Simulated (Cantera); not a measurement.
Input: 1 mol MgSO4, 0.052 mol C, 0.015 mol O2, held at 7.50 Torr.

Cantera equilibrium calculation (NASA polynomials, part measured and part estimated; ideal gas, pure solids and liquids). Candidate condensed phases: C, Mg, MgCO3, MgO, MgS, MgSO4, S; 26 gas species. The numbers say what is thermodynamically allowed, not how fast it happens. All values below are at 2023 K.

Base state: SO2 0.655, O2 0.304, CO2 0.0332, O 0.00439, SO 0.00217, CO 0.000964, SO3 0.000190, Mg 1.31e-5 (mole fractions); condensed: MgO(s).

Q: What changes in the equilibrium state with this change: C from 0.052 to 0.011 mol?

A: 
```
species        before     after
-----------  --------  --------
SO2             0.655     0.656
O2              0.304     0.330
CO2            0.0332   0.00704
CO           0.000964  0.000196
Mg            1.31e-5   1.25e-5
SO3          0.000190  0.000199
O             0.00439   0.00458
SO            0.00217   0.00208
MgO(s), mol     1.000     1.000
```
